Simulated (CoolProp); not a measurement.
R245ca at several states: Z from the reference equation and from simpler models built on Tc = 447.6 K, pc = 3.941 MPa, ω = 0.355; each cubic takes its own stable root.

The numbers come from the reference Helmholtz-energy equation of state, Zhou 2016 in CoolProp.

| T (K) | p (MPa) | phase | reference |
|---|---|---|---|
| 285 | 9.57 | liquid | 0.3761 |
| 426.8 | 6.57 | liquid | 0.2442 |
| 222 | 8.37 | liquid | 0.3855 |
| 248.7 | 0.587 | liquid | 0.02526 |

How far does each simpler model (van der Waals, Redlich-Kwong, Soave-Redlich-Kwong) lie from the reference over these 4 states: mean and median of the absolute difference, and the worst?


- van der Waals: mean 60.5 %, median 62.4 %, worst +66.9 % at 248.7 K and 0.587 MPa
- Redlich-Kwong: mean 13.6 %, median 12.7 %, worst +17.6 % at 426.8 K and 6.57 MPa
- Soave-Redlich-Kwong: mean 10.0 %, median 9.1 %, worst +14.3 % at 426.8 K and 6.57 MPa
